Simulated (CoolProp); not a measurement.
A single-stage vapour-compression cycle with R1336mzz(E): evaporating at 295.15 K (dew point), condensing at 334.15 K (bubble point), superheat 10 K, subcooling 5 K, compressor efficiency 0.9, no pressure losses. Each further row changes one setting.

Values from CoolProp's reference Helmholtz-energy equation of state, Akasaka 2023.

```tsv
case	cooling COP	pressure ratio	discharge temperature (K)	refrigerating effect (kJ/kg)	volumetric capacity (kJ/m³)
as stated	5.73	3.37	336.4	111	1340
evaporating temperature 300.15 K	6.89	2.83	337.2	115	1640
condensing temperature 329.15 K	6.82	2.94	332.4	118	1420
subcooling 10 K	6.07	3.37	336.4	118	1420
superheat 20 K	5.90	3.37	346.3	120	1380
compressor efficiency 0.8	5.10	3.37	338.9	111	1340
```
